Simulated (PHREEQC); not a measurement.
PHREEQC input (Pitzer model, pitzer.dat):

```
SOLUTION 1
  temp 50
  units mol/kgw
  pH 7 charge
  Cl 0.0154
  Na 0.0093
  K 0.0061
END
USE solution 1
INCREMENTAL_REACTIONS false
REACTION 1
  H2O -1
  0 9.886 18.011 24.689 30.178 34.689 38.397 41.444
  43.949 46.007 47.699 49.089 50.232 51.172 51.944 52.578
  53.1 53.528 53.88 54.17 54.408 54.603 54.764 54.896
  55.005 55.094 55.168 55.228 moles
EQUILIBRIUM_PHASES 1
  Halite 0 0
  Sylvite 0 0
SELECTED_OUTPUT 1
  -reset false
  -pH true
  -pe true
  -ionic_strength true
  -water true
  -activities H2O
  -totals Cl K Na
  -molalities H+ Na+ K+ Cl- OH-
  -equilibrium_phases Halite Sylvite
PRINT
  -reset false
END
```

Selected output (columns that matter, 23 of 28 rows; water left (kg) added in front):

```
water left (kg)	pH	mu	Cl	K	Na	m_H+	m_Na+	m_K+	m_Cl-	m_OH-	la_H2O
1	6.6295	0.0154	0.0154	0.0061	0.0093	2.6583e-07	0.0093	0.0061	0.0154	2.6583e-07	-0.00023138
0.821894	6.6292	0.018738	0.018737	0.0074219	0.011315	2.6869e-07	0.011315	0.0074219	0.018737	2.6869e-07	-0.00028062
0.675514	6.6288	0.022798	0.022797	0.0090302	0.013767	2.7175e-07	0.013767	0.0090302	0.022797	2.7175e-07	-0.00034028
0.456313	6.6279	0.033749	0.033749	0.013368	0.020381	2.7849e-07	0.020381	0.013368	0.033749	2.7849e-07	-0.00050025
0.375043	6.6273	0.041062	0.041062	0.016265	0.024797	2.8216e-07	0.024797	0.016265	0.041062	2.8216e-07	-0.00060643
0.30824	6.6265	0.049961	0.049961	0.01979	0.030171	2.8603e-07	0.030171	0.01979	0.049961	2.8603e-07	-0.00073512
0.253345	6.6256	0.060787	0.060787	0.024078	0.036709	2.9008e-07	0.036709	0.024078	0.060787	2.9008e-07	-0.00089107
0.171138	6.6232	0.089986	0.089986	0.035644	0.054342	2.9861e-07	0.054342	0.035644	0.089986	2.9861e-07	-0.0013094
0.140655	6.6217	0.10949	0.10949	0.043369	0.066119	3.0302e-07	0.066119	0.043369	0.10949	3.0302e-07	-0.0015877
0.115613	6.6198	0.1332	0.1332	0.052762	0.080441	3.0745e-07	0.080441	0.052762	0.1332	3.0745e-07	-0.0019252
0.0950203	6.6176	0.16207	0.16207	0.064197	0.097874	3.1184e-07	0.097874	0.064197	0.16207	3.1184e-07	-0.0023353
0.0641769	6.6117	0.23996	0.23996	0.09505	0.14491	3.2011e-07	0.14491	0.09505	0.23996	3.2011e-07	-0.0034406
0.0527548	6.6079	0.29192	0.29192	0.11563	0.17629	3.2375e-07	0.17629	0.11563	0.29192	3.2375e-07	-0.0041784
0.0433504	6.6032	0.35524	0.35524	0.14071	0.21453	3.2686e-07	0.21453	0.14071	0.35524	3.2686e-07	-0.0050793
0.0356396	6.5977	0.4321	0.4321	0.17116	0.26095	3.2925e-07	0.26095	0.17116	0.4321	3.2925e-07	-0.0061763
0.0292979	6.5911	0.52563	0.52563	0.20821	0.31743	3.307e-07	0.31743	0.20821	0.52563	3.307e-07	-0.0075178
0.0197855	6.5735	0.77835	0.77835	0.30831	0.47004	3.2965e-07	0.47004	0.30831	0.77835	3.2965e-07	-0.011185
0.0162724	6.562	0.94639	0.94639	0.37487	0.57152	3.265e-07	0.57152	0.37487	0.94639	3.265e-07	-0.013664
0.0133718	6.5481	1.1517	1.1517	0.45618	0.69549	3.2107e-07	0.69549	0.45618	1.1517	3.2107e-07	-0.016739
0.0109937	6.5314	1.4008	1.4008	0.55486	0.84594	3.1296e-07	0.84594	0.55486	1.4008	3.1296e-07	-0.020546
0.0074265	6.4867	2.0737	2.0737	0.82138	1.2523	2.8703e-07	1.2523	0.82138	2.0737	2.8703e-07	-0.031273
0.00609332	6.4568	2.5274	2.5274	1.0011	1.5263	2.6841e-07	1.5263	1.0011	2.5274	2.6841e-07	-0.038896
0.00501236	6.421	3.0724	3.0724	1.217	1.8554	2.4627e-07	1.8554	1.217	3.0724	2.4627e-07	-0.048484
```

Constants without temperature data keep their 25 °C values here.
